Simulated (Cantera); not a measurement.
**MgCO3 + O2 + H2S (roasting and sulfation)**

A closed system holds: 1 mol MgCO3, 0.9 mol O2, 0.54 mol H2S, at 873.15 K.

Equilibrium computed with Cantera from the NASA thermochemical tables; the gas is ideal and each condensed phase is pure. Candidate condensed phases: C, C6H6, C7H8, C8H18, H2O, H2SO4, Mg, MgCO3, MgO, Mg(OH)2, MgS, MgSO4, S; 130 gas species. Gases not in the tables: S3 to S7. Kinetics and transport are ignored.

```json
[
 {"P (Pa)": "1000", "log p CO2": "-2.28", "log p H2O": "-2.55", "log p SO2": "-2.72", "log p H2S": "<-14", "log p S2": "<-14", "log p S2O": "<-14", "log p COS": "<-14", "log p H2": "-8.79", "n MgO(s)": "0.820", "n MgSO4(s)": "0.180"},
 {"P (Pa)": "3000", "log p CO2": "-1.80", "log p H2O": "-2.07", "log p SO2": "-2.25", "log p H2S": "-12.76", "log p S2": "<-13", "log p S2O": "<-13", "log p COS": "<-13", "log p H2": "-7.84", "n MgO(s)": "0.820", "n MgSO4(s)": "0.180"},
 {"P (Pa)": "8800", "log p CO2": "-1.33", "log p H2O": "-1.60", "log p SO2": "-1.78", "log p H2S": "-10.42", "log p S2": "-12.66", "log p S2O": "-11.59", "log p COS": "-12.08", "log p H2": "-6.91", "n MgO(s)": "0.820", "n MgSO4(s)": "0.180"},
 {"P (Pa)": "26000", "log p CO2": "-0.86", "log p H2O": "-1.13", "log p SO2": "-1.31", "log p H2S": "-8.07", "log p S2": "-9.84", "log p S2O": "-9.24", "log p COS": "-9.72", "log p H2": "-5.96", "n MgO(s)": "0.820", "n MgSO4(s)": "0.180"},
 {"P (Pa)": "77000", "log p CO2": "-0.39", "log p H2O": "-0.66", "log p SO2": "-0.84", "log p H2S": "-5.72", "log p S2": "-7.01", "log p S2O": "-6.88", "log p COS": "-7.37", "log p H2": "-5.02", "n MgO(s)": "0.820", "n MgSO4(s)": "0.180"},
 {"P (Pa)": "230000", "log p CO2": "0.08", "log p H2O": "-0.18", "log p SO2": "-0.36", "log p H2S": "-3.35", "log p S2": "-4.17", "log p S2O": "-4.52", "log p COS": "-5.00", "log p H2": "-4.07", "n MgO(s)": "0.818", "n MgSO4(s)": "0.182"},
 {"P (Pa)": "680000", "log p CO2": "0.57", "log p H2O": "0.29", "log p SO2": "0.02", "log p H2S": "-1.33", "log p S2": "-1.86", "log p S2O": "-2.59", "log p COS": "-2.97", "log p H2": "-3.21", "n MgO(s)": "0.764", "n MgSO4(s)": "0.236"},
 {"P (Pa)": "2000000", "log p CO2": "1.08", "log p H2O": "0.77", "log p SO2": "0.17", "log p H2S": "-0.28", "log p S2": "-1.00", "log p S2O": "-1.87", "log p COS": "-1.89", "log p H2": "-2.59", "n MgO(s)": "0.647", "n MgSO4(s)": "0.353"}
]
```
log p: log10 of the partial pressure in bar; n: condensed amount in mol.

From 1000 Pa to 2000000 Pa the condensed part is MgO(s) + MgSO4(s).
